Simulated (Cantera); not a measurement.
Feed: 1 mol CS₂, 0.05 mol SO₂, 0.24 mol N₂, equilibrated at 0.000120 bar.

Equilibrium computed with Cantera from the NASA thermochemical tables; the gas is ideal and each condensed phase is pure. Candidate condensed phases: C, S; 35 gas species. Gases not in the tables: S₃ to S₇. Rates play no part.

### Question
Which condensed phases are stable at each of these points (T (K)): 923, 1123, 1323, 1523, 1723, 1923, 2123, 2323, 2523, 2723, 2923, 3123, 3323, 3523?

### Answer
```
T (K)  condensed phases  C condensed (%)
-----  ----------------  ---------------
923            gas only              0.0
1123        C(graphite)              0.6
1323        C(graphite)              2.2
1523           gas only              0.0
1723           gas only              0.0
1923           gas only              0.0
2123           gas only              0.0
2323           gas only              0.0
2523           gas only              0.0
2723           gas only              0.0
2923           gas only              0.0
3123           gas only              0.0
3323           gas only              0.0
3523           gas only              0.0
```

At 923 K nothing is condensed. From 1123 K to 1323 K the condensed part is C(graphite). From 1523 K to 3523 K nothing is condensed.
